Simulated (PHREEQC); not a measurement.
Dissolve 0.067 mol NiSO4, 3.1e-05 mol NaCl and 0.0013 mol HCl per kg of water at 25 °C. Closed to the air; pH follows from the charge balance.

All values are PHREEQC results (ion-association model, wateq4f.dat), not measurements.

This is a speciation only: nothing precipitates in the calculation.

**Question.** Order these S species by the share of S that they hold, largest first: HSO4-, NiSO4, SO4-2, Ni(SO4)2-2.

**Answer.** SO4-2 (56 %), NiSO4 (43 %), HSO4- (1.1 %), Ni(SO4)2-2 (0.17 %)

The pH is 3.33 and the ionic strength 0.153 mol/kgw.
